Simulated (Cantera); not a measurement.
Feed: 1 mol Si, 0.036 mol N2O, 16 mol N2, held at 2025 K and 0.128 Torr.

Equilibrium computed with Cantera from the NASA thermochemical tables; the gas is ideal and each condensed phase is pure. Candidate condensed phases: Si, SiO2, Si2N2O, Si3N4; 16 gas species. The tables' values for SiN are old estimates; treat these amounts as uncertain. Rates play no part.

Base state: N2 0.941, Si 0.0561, SiO 0.00211, SiN 0.000174, Si2 0.000101, Si2N 3.67e-5 (mole fractions); condensed: gas only.

### Question
What changes in the equilibrium state with this change: 0.12 mol HF added?

### Answer
```tsv
species	before	after
N2	0.941	0.936
Si	0.0561	0.0514
H	0	0.00460
SiF	0	0.00240
SiF2	0	0.00205
```
The tables' values for SiF, SiF2, SiN, SiF3 are old estimates; treat these amounts as uncertain. Further candidate phases: H2O.
